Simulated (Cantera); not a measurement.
An adiabatic, constant-volume homogeneous reactor starts with H2 : O2 : N2 = 1 : 1.11 : 4.18 (molar parts), at 1650 K and 4.44 atm. Integrator tolerance rtol = 1e-08.

Computed with Cantera and the H2/O2 subset of GRI-Mech 3.0, which has no nitrogen chemistry. The hydrogen kinetics of GRI-Mech 3.0 are dated; newer H2 mechanisms differ, most at raised pressure.

Q: What does this change do: initial temperature 1650 to 1475 K?

A: 
```
quantity                                                            before                                    after
---------------------------------  ---------------------------------------  ---------------------------------------
time of steepest temperature rise                                  2.13 µs                                  3.58 µs
temperature at 3.00 s                                               2797 K                                   2699 K
equilibrium temperature                                             2797 K                                   2699 K
x(H2) at 3.00 s                    0.00402 (gas-phase equilibrium 0.00402)  0.00267 (gas-phase equilibrium 0.00267)
x(O2) at 3.00 s                      0.0982 (gas-phase equilibrium 0.0982)    0.0999 (gas-phase equilibrium 0.0999)
x(O) at 3.00 s                     0.00633 (gas-phase equilibrium 0.00633)  0.00413 (gas-phase equilibrium 0.00413)
x(H2O2) at 3.00 s                  1.62e-6 (gas-phase equilibrium 1.62e-6)  1.46e-6 (gas-phase equilibrium 1.46e-6)
x(H2O) at 3.00 s                       0.155 (gas-phase equilibrium 0.155)      0.160 (gas-phase equilibrium 0.160)
x(OH) at 3.00 s                      0.0209 (gas-phase equilibrium 0.0209)    0.0163 (gas-phase equilibrium 0.0163)
x(HO2) at 3.00 s                   3.28e-5 (gas-phase equilibrium 3.28e-5)  2.78e-5 (gas-phase equilibrium 2.78e-5)
```

Q: What does this change do: pressure from 4.44 atm to 0.572 atm?

A: 
| quantity | before | after |
|---|---|---|
| time of steepest temperature rise | 2.13 µs | 16.1 µs |
| temperature at 3.00 s | 2797 K | 2683 K |
| equilibrium temperature | 2797 K | 2683 K |
| x(H2) at 3.00 s | 0.00402 (gas-phase equilibrium 0.00402) | 0.00691 (gas-phase equilibrium 0.00691) |
| x(O2) at 3.00 s | 0.0982 (gas-phase equilibrium 0.0982) | 0.0961 (gas-phase equilibrium 0.0961) |
| x(O) at 3.00 s | 0.00633 (gas-phase equilibrium 0.00633) | 0.0111 (gas-phase equilibrium 0.0111) |
| x(H2O2) at 3.00 s | 1.62e-6 (gas-phase equilibrium 1.62e-6) | 4.37e-7 (gas-phase equilibrium 4.37e-7) |
| x(H2O) at 3.00 s | 0.155 (gas-phase equilibrium 0.155) | 0.147 (gas-phase equilibrium 0.147) |
| x(OH) at 3.00 s | 0.0209 (gas-phase equilibrium 0.0209) | 0.0254 (gas-phase equilibrium 0.0254) |
| x(HO2) at 3.00 s | 3.28e-5 (gas-phase equilibrium 3.28e-5) | 1.46e-5 (gas-phase equilibrium 1.46e-5) |
